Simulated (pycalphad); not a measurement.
Computed with pycalphad from the COST 507 light-alloy database (1999), at 1 atm. The database dates from 1999; later assessments differ in places, in temperatures and in the compounds included. Diffusion is slow at the low end, where real alloys seldom reach equilibrium.

**Ti-1.94C (at.%): equilibrium cooling sequence**

```
T (K)      phases above     phases below
------  ---------------  ---------------
1932.5           LIQUID  BCC_A2 + LIQUID
1930.3  BCC_A2 + LIQUID           BCC_A2
1735.0           BCC_A2  BCC_A2 + FCC_A1
1190.0  BCC_A2 + FCC_A1  FCC_A1 + HCP_A3
```

Changes were sought between steps of 40 K, so a narrower field can be missed.

FCC_A1 is fcc; BCC_A2 is bcc; HCP_A3 is hcp. The fcc model also describes the rock-salt carbide or nitride (TiC, TiN, HfC).
